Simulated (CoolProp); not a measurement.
Vapour-liquid equilibrium of fluoroethane (R161) (1) + R1234yf (2) at 172.7 K; x and y are mole fractions of (1).

The numbers come from the multi-fluid Helmholtz-energy mixture model, Wu 2012 and Lemmon 2022; pair parameters Bell 2016 in CoolProp.

```
x     bubble pressure (MPa)  y at the bubble point  dew pressure at overall composition x (MPa)  liquid density (mol/L)
----  ---------------------  ---------------------  -------------------------------------------  ----------------------
0.05              0.0009727                  0.103                                          ___                   12.91
0.2                     ___                  0.342                                     0.001030                     ___
0.35               0.001251                  0.510                                     0.001129                   14.36
0.5                0.001357                  0.640                                     0.001243                   15.20
0.65               0.001445                  0.749                                     0.001366                     ___
0.8                0.001517                  0.852                                     0.001482                     ___
0.95               0.001574                  0.960                                     0.001570                     ___
```

Complete the blanks.


- 0.05, dew pressure at overall composition x (MPa): 0.0009435
- 0.2, bubble pressure (MPa): 0.001123
- 0.2, liquid density (mol/L): 13.60
- 0.65, liquid density (mol/L): 16.13
- 0.8, liquid density (mol/L): 17.17
- 0.95, liquid density (mol/L): 18.34

No azeotrope shows between x = 0.05 and 0.95.

The pair parameters rest on a limited set of measurements; away from them the model extrapolates.
